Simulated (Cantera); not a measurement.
Gas-phase reforming

An isothermal, constant-pressure homogeneous reactor starts with 43.1 % CH₄, 51.7 % CO₂, 5.17 % H₂, at 1748 K and 9.87 atm.

Model: GRI-Mech 3.0 (53 species, 325 reactions), integrated in Cantera.

```json
[
 {"t (s)": "1.00e-5", "x CH₄": "0.429", "x CO₂": "0.517", "x H₂": "0.0528", "x CO": "0.000132", "x H₂O": "0.000126"},
 {"t (s)": "2.82e-5", "x CH₄": "0.424", "x CO₂": "0.516", "x H₂": "0.0554", "x CO": "0.000524", "x H₂O": "0.000490"},
 {"t (s)": "7.95e-5", "x CH₄": "0.409", "x CO₂": "0.511", "x H₂": "0.0658", "x CO": "0.00212", "x H₂O": "0.00192"},
 {"t (s)": "0.000224", "x CH₄": "0.367", "x CO₂": "0.493", "x H₂": "0.0991", "x CO": "0.00817", "x H₂O": "0.00743"},
 {"t (s)": "0.000631", "x CH₄": "0.287", "x CO₂": "0.442", "x H₂": "0.162", "x CO": "0.0295", "x H₂O": "0.0276"},
 {"t (s)": "0.00178", "x CH₄": "0.181", "x CO₂": "0.339", "x H₂": "0.210", "x CO": "0.0939", "x H₂O": "0.0886"},
 {"t (s)": "0.00502", "x CH₄": "0.0849", "x CO₂": "0.188", "x H₂": "0.203", "x CO": "0.214", "x H₂O": "0.194"},
 {"t (s)": "0.0141", "x CH₄": "0.0420", "x CO₂": "0.0995", "x H₂": "0.213", "x CO": "0.304", "x H₂O": "0.229"},
 {"t (s)": "0.0399", "x CH₄": "0.0378", "x CO₂": "0.0720", "x H₂": "0.263", "x CO": "0.362", "x H₂O": "0.184"},
 {"t (s)": "0.112", "x CH₄": "0.0346", "x CO₂": "0.0473", "x H₂": "0.323", "x CO": "0.421", "x H₂O": "0.130"},
 {"t (s)": "0.317", "x CH₄": "0.0264", "x CO₂": "0.0286", "x H₂": "0.379", "x CO": "0.465", "x H₂O": "0.0838"},
 {"t (s)": "0.893", "x CH₄": "0.0152", "x CO₂": "0.0176", "x H₂": "0.420", "x CO": "0.488", "x H₂O": "0.0548"},
 {"t (s)": "2.52", "x CH₄": "0.00539", "x CO₂": "0.0126", "x H₂": "0.445", "x CO": "0.496", "x H₂O": "0.0407"},
 {"t (s)": "7.10", "x CH₄": "0.000654", "x CO₂": "0.0110", "x H₂": "0.454", "x CO": "0.498", "x H₂O": "0.0361"},
 {"t (s)": "20.0", "x CH₄": "4.35e-5", "x CO₂": "0.0108", "x H₂": "0.455", "x CO": "0.498", "x H₂O": "0.0356"}
]
```
x: mole fraction; the columns are a selection and need not sum to one.

Equilibrium at this temperature and pressure: CH₄ 4.43e-5, CO₂ 0.0108, H₂ 0.455, CO 0.498, H₂O 0.0356 (gas phase only).
